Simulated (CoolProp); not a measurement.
Saturation properties of R125.

The numbers come from the reference Helmholtz-energy equation of state, Lemmon 2005 in CoolProp.

| T (K) | p (MPa) | vapour density (kg/m³) | liquid viscosity (µPa s) | liquid conductivity (mW/(m K)) |
|---|---|---|---|---|
| 235.5 | 0.1647 | 10.74 | 350 | 86.5 |
| 237.9 | 0.1829 | 11.86 | 338 | 85.4 |
| 240.4 | 0.2034 | 13.13 | 325 | 84.3 |
| 242.8 | 0.2248 | 14.44 | 314 | 83.2 |
| 245.3 | 0.2488 | 15.91 | 303 | 82.0 |
| 247.7 | 0.2737 | 17.44 | 293 | 81.0 |
| 250.2 | 0.3017 | 19.15 | 282 | 79.8 |
| 252.6 | 0.3304 | 20.91 | 273 | 78.8 |
| 255.1 | 0.3626 | 22.88 | 263 | 77.7 |
| 257.5 | 0.3957 | 24.91 | 254 | 76.6 |
| 259.9 | 0.4310 | 27.09 | 246 | 75.6 |
| 262.4 | 0.4702 | 29.51 | 237 | 74.5 |
| 264.8 | 0.5104 | 32.00 | 229 | 73.4 |
| 267.3 | 0.5549 | 34.78 | 221 | 72.3 |
| 269.7 | 0.6004 | 37.63 | 214 | 71.3 |

It boils at 225.1 K under 1 atm.

Viscosity comes from a separate model (Huber 2006). Thermal conductivity comes from a separate model (Perkins 2006).
